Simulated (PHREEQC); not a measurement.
**Nickel, zinc or cadmium bath: an equilibrium model**

Consider water at 20 °C with 0.043 mol ZnCl2, 0.012 mol KCl and 0.097 mol FeSO4 per kg of water. It is in equilibrium with CO2 at log p = -3.5 (atm). Otherwise closed; pH follows from the charge balance.

Computed with PHREEQC (ion-association model, phreeqc.dat).

No solid was allowed to form.

Task: What pH does the model give?

Result: pH 5.38.

Task: In which forms is Cl present?

Result: Cl- 96 %, FeCl+ 2.3 %, ZnCl+ 1.2 % of the Cl.
